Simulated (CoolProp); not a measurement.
Hydrogen sulfide at 294.49 K and 2.69 MPa is throttled through a valve to 1.57 MPa with no heat exchange. Each further row changes one setting.

Model: reference Helmholtz-energy equation of state, Lemmon 2006, in CoolProp. It is a short technical equation, of lower accuracy than the large ones.

| case | temperature change (K) | final phase | final density (kg/m³) |
|---|---|---|---|
| as stated | … | two-phase, vapour fraction 0.032 | 415 |
| outlet pressure 0.471 MPa | -45.6 | … | 41.6 |
| outlet pressure 2.04 MPa | … | liquid | 785 |

Q: Some entries are withheld; supply them.

A: 
- as stated, temperature change (K): -6.2
- outlet pressure 0.471 MPa, final phase: two-phase, vapour fraction 0.192
- outlet pressure 2.04 MPa, temperature change (K): +0.0
